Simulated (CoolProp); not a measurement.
Model: reference Helmholtz-energy equation of state, Gao 2020, in CoolProp.

Task: Give the vapour pressure (kPa), vapour density (kg/m³), liquid cp (kJ/(kg K)), liquid viscosity (µPa s) of saturated ammonia at 25.05, 37.95, 50.85 °C.

Result: 
```tsv
T (°C)	p (kPa)	vapour density (kg/m³)	liquid cp (kJ/(kg K))	liquid viscosity (µPa s)
25.05	1000	7.81	4.78	132
37.95	1470	11.4	4.91	116
50.85	2080	16.1	5.08	103
```

Viscosity comes from a separate model (Fenghour 1995).
